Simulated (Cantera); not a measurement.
## N2O furnace oxynitridation

An isothermal, constant-pressure homogeneous reactor starts with N₂O : O₂ : N₂ = 1 : 1.1 : 0.11 (molar parts), at 1473 K and 5.03 Torr.

Cantera simulation using GRI-Mech 3.0 (53 species, 325 reactions); the numbers are that mechanism's predictions, not measurements. GRI-Mech 3.0 was tuned for natural gas; its chemistry of N2O as a main component is partial and can be far from experiment. Radical loss at walls, strong at low pressure, is not modelled. The temperature is held fixed by assumption; the heat of reaction is taken as removed at once.

| t (s) | x N₂O | x O₂ | x O | x NO | x NO₂ | x N₂ |
|---|---|---|---|---|---|---|
| 0.000200 | 0.452 | 0.498 | 1.11e-5 | 6.12e-7 | <1e-12 | 0.0498 |
| 0.000551 | 0.452 | 0.498 | 2.55e-5 | 4.09e-6 | 3.41e-12 | 0.0498 |
| 0.00152 | 0.452 | 0.498 | 4.52e-5 | 2.30e-5 | 5.88e-11 | 0.0499 |
| 0.00417 | 0.452 | 0.498 | 5.47e-5 | 9.59e-5 | 7.74e-10 | 0.0502 |
| 0.0115 | 0.451 | 0.498 | 5.52e-5 | 0.000308 | 7.38e-9 | 0.0510 |
| 0.0316 | 0.448 | 0.498 | 5.52e-5 | 0.000890 | 5.66e-8 | 0.0531 |
| 0.0871 | 0.439 | 0.499 | 5.52e-5 | 0.00247 | 3.56e-7 | 0.0589 |
| 0.240 | 0.418 | 0.502 | 5.52e-5 | 0.00664 | 1.67e-6 | 0.0742 |
| 0.660 | 0.364 | 0.507 | 5.52e-5 | 0.0169 | 5.48e-6 | 0.112 |
| 1.82 | 0.252 | 0.520 | 5.52e-5 | 0.0382 | 1.37e-5 | 0.190 |
| 5.00 | 0.0979 | 0.536 | 5.50e-5 | 0.0676 | 2.57e-5 | 0.298 |
x: mole fraction; the columns are a selection and need not sum to one.

Equilibrium at this temperature and pressure: N₂O 4.73e-9, O₂ 0.590, O 2.64e-5, NO 0.00130, NO₂ 1.03e-6, N₂ 0.409 (gas phase only).
